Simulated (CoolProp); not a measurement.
Vapour-liquid equilibrium of CH2F2 (R32) (1) + R134a (2) at 4.05 bar; x and y are mole fractions of (1).

Computed with CoolProp (multi-fluid Helmholtz-energy mixture model, Tillner-Roth 1997 and Tillner-Roth 1994; pair parameters Lemmon 2004).

```csv
x,bubble temperature (K),y at the bubble point,dew temperature at overall composition x (K),liquid density (mol/L)
0.05,280.1,0.115,?,12.69
0.2,?,?,278.2,13.68
0.35,268.6,0.577,?,14.76
0.5,?,?,270.8,15.96
0.65,260.4,0.827,266.4,17.34
0.8,257.1,?,261.4,?
0.95,254.0,0.980,255.4,20.83
```

### Question
What belongs in the gaps?

### Answer

- 0.05, dew temperature at overall composition x (K): 281.4
- 0.2, bubble temperature (K): 273.8
- 0.2, y at the bubble point: 0.385
- 0.35, dew temperature at overall composition x (K): 274.7
- 0.5, bubble temperature (K): 264.2
- 0.5, y at the bubble point: 0.718
- 0.8, y at the bubble point: 0.912
- 0.8, liquid density (mol/L): 18.94

No azeotrope shows between x = 0.05 and 0.95.

The pair parameters rest on a limited set of measurements; away from them the model extrapolates.
